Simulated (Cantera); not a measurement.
An adiabatic, constant-pressure homogeneous reactor starts with 16.5 % CH4, 3.97 % CO, 16.7 % O2, 62.8 % N2, equivalence ratio 2.1, at 1400 K and 760 Torr.

Computed with Cantera and GRI-Mech 3.0 (53 species, 325 reactions).

Predict: time of steepest temperature rise; temperature at 0.700 s; equilibrium temperature; x(CO) at 0.700 s; x(O2) at 0.700 s.


```
Quantity                                                             Value
---------------------------------  ---------------------------------------
time of steepest temperature rise                                  5.70 ms
temperature at 0.700 s                                              2414 K
equilibrium temperature                                             2414 K
x(CO) at 0.700 s                       0.155 (gas-phase equilibrium 0.155)
x(O2) at 0.700 s                   9.19e-6 (gas-phase equilibrium 9.19e-6)
```
